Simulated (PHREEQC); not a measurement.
Dissolve 1.3 mol/kgw LiCl and 4.73 mol/kgw CaCl2 at 25 °C. It is in equilibrium with CO2 at log p = -3.5 (atm). Otherwise closed; pH follows from the charge balance.

The numbers come from PHREEQC with the Pitzer model, pitzer.dat.

Q: The ionic strength comes out as 15.5 mol/kgw. What activity coefficients do Li+, Ca+2, Cl- get?

A: Li+ 84, Ca+2 690, Cl- 0.91. Single-ion values are on the MacInnes scale.

No solid was allowed to form. In brines, pH and single-ion activities rest on the MacInnes convention.
